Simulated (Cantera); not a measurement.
## Aluminium nitride and oxide growth: AlCl3 + NH3 + H2 + O2

Feed: 1 mol AlCl3, a varied amount of NH3, 1.7 mol H2, 28 mol O2, held at 677 °C and 27.0 Pa.

Cantera equilibrium calculation (NASA polynomials, part measured and part estimated; ideal gas, pure solids and liquids). Candidate condensed phases: Al, AlCl3, AlN, Al2O3, H2O, NH4Cl; 45 gas species. Condensed phases not in the tables: AlOCl. Kinetics and transport are ignored.

```csv
n(NH3) (mol),x H2O,x O2,x H2,x N2,x HCl,n Al2O3(s)
6.2,0.250,0.590,3.60e-10,0.0814,0.0783,0.500
10,0.355,0.459,5.81e-10,0.117,0.0698,0.500
18,0.515,0.258,1.12e-9,0.170,0.0567,0.500
30,0.666,0.0685,2.82e-9,0.221,0.0442,0.500
51,0.518,<1e-12,0.211,0.242,0.0285,0.500
86,0.311,<1e-12,0.426,0.245,0.0171,0.500
150,0.180,<1e-12,0.563,0.247,0.00989,0.500
```
x: gas mole fraction; n: condensed amount in mol.

From 6.2 mol NH3 to 150 mol NH3 the condensed part is Al2O3(s).
